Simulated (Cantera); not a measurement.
## Equilibrium for nitride etching: BN + H2O

A closed system holds: 1 mol BN, 13 mol H2O, equilibrated at 1700 K.

Method: chemical equilibrium by Gibbs-energy minimisation in Cantera with the NASA 1993 tables (ideal gas, pure condensed phases). Candidate condensed phases: B, BN, B2O3, B3O3H3, H2O; 39 gas species. Equilibrium is a limit: real reactors are often held back by kinetics, nucleation or transport.

```json
[
 {"P (Pa)": "1", "log p H2O": "-5.12", "log p H2": "-5.97", "log p HBO2": "-6.16", "log p N2": "-6.45", "log p H": "-6.82", "log p OH": "-7.25", "log p O2": "-7.68", "log p O": "-8.19"},
 {"P (Pa)": "10", "log p H2O": "-4.11", "log p H2": "-4.98", "log p HBO2": "-5.15", "log p N2": "-5.45", "log p H": "-6.32", "log p OH": "-6.74", "log p O2": "-7.66", "log p O": "-8.18"},
 {"P (Pa)": "100", "log p H2O": "-3.11", "log p H2": "-3.97", "log p HBO2": "-4.15", "log p N2": "-4.45", "log p H": "-5.82", "log p OH": "-6.24", "log p O2": "-7.66", "log p O": "-8.18"},
 {"P (Pa)": "1000", "log p H2O": "-2.10", "log p H2": "-2.97", "log p HBO2": "-3.15", "log p N2": "-3.45", "log p H": "-5.32", "log p OH": "-5.74", "log p O2": "-7.66", "log p O": "-8.18"},
 {"P (Pa)": "10000", "log p H2O": "-1.10", "log p H2": "-1.97", "log p HBO2": "-2.15", "log p N2": "-2.45", "log p H": "-4.82", "log p OH": "-5.24", "log p O2": "-7.66", "log p O": "-8.18"},
 {"P (Pa)": "100000", "log p H2O": "-0.10", "log p H2": "-0.97", "log p HBO2": "-1.16", "log p N2": "-1.45", "log p H": "-4.32", "log p OH": "-4.74", "log p O2": "-7.66", "log p O": "-8.18"}
]
```
log p: log10 of the partial pressure in bar; nothing condenses.

From 1.00 Pa to 100000 Pa nothing is condensed. The main B-bearing gas is HBO2 throughout.
